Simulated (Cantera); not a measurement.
What does this Cantera script print?

```python
import numpy as np
import cantera as ct

gas = ct.Solution("gri30.yaml")


def delay(T, t_max=10):
    gas.TPX = T, 89000, {'CH4': 1, 'O2': 4.35, 'N2': 16.3}
    reactor = ct.IdealGasReactor(gas, clone=False)
    net = ct.ReactorNet([reactor])
    net.rtol, net.atol = 1e-8, 1e-16
    while net.time < t_max:
        t_old, T_old = net.time, reactor.T
        net.step()
        if reactor.T > T + 400:  # ignition: a rise of 400 K
            return t_old + (T + 400 - T_old) / (reactor.T - T_old) * (net.time - t_old)
    return np.nan


taus = []
for T in [1075, 1125, 1175, 1225, 1275, 1325, 1375, 1425, 1475, 1525]:
    taus.append(delay(T))
    print(f"T0 = {T:6g} K   tau = {taus[-1]:.4e} s")
```

Output:

```
T0 =   1075 K   tau = 2.2646e-01 s
T0 =   1125 K   tau = 1.0097e-01 s
T0 =   1175 K   tau = 4.6994e-02 s
T0 =   1225 K   tau = 2.2831e-02 s
T0 =   1275 K   tau = 1.1581e-02 s
T0 =   1325 K   tau = 6.1412e-03 s
T0 =   1375 K   tau = 3.4101e-03 s
T0 =   1425 K   tau = 1.9859e-03 s
T0 =   1475 K   tau = 1.2127e-03 s
T0 =   1525 K   tau = 7.7442e-04 s
```

Model: GRI-Mech 3.0 (53 species, 325 reactions), integrated in Cantera.
